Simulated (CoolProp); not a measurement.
2000 sccm (0 °C, 1 atm) of nitrogen bubbles through liquid water at 343.2 K and leaves saturated at a total pressure of 0.15 MPa (ideal gas phase). Each further row changes one setting.

Model: reference Helmholtz-energy equation of state, Wagner 2002, in CoolProp.

| case | vapour pressure (kPa) | mole fraction of vapour | delivery (mg/min) | delivery (sccm) | change of delivery for a bath 1 K warmer (%) |
|---|---|---|---|---|---|
| as stated | 31.3 | 0.208 | 423 | 527 | ? |
| bath temperature 348.2 K | ? | 0.258 | ? | ? | ? |
| total pressure 0.3 MPa | 31.3 | 0.104 | 187 | 233 | 4.9 |

Complete the blanks.


- as stated, change of delivery for a bath 1 K warmer (%): 5.6
- bath temperature 348.2 K, vapour pressure (kPa): 38.7
- bath temperature 348.2 K, delivery (mg/min): 558
- bath temperature 348.2 K, delivery (sccm): 695
- bath temperature 348.2 K, change of delivery for a bath 1 K warmer (%): 5.8
